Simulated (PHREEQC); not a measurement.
Dissolve 0.002 mol/kgw CuSO4, 0.0006 mol/kgw H2SO4 and 0.00023 mol/kgw Na2SO4 at 25 °C. Closed to the air; pH follows from the charge balance.

Computed with PHREEQC (ion-association model, wateq4f.dat).

No solid was allowed to form.

Question: Predict the pH, ionic strength.

Answer: pH 3.02; ionic strength 0.00871 mol/kgw.

Question: In which forms is Cu present?

Answer: Cu+2 82 %, CuSO4 18 % of the Cu.

Species that the database lacks are ignored.
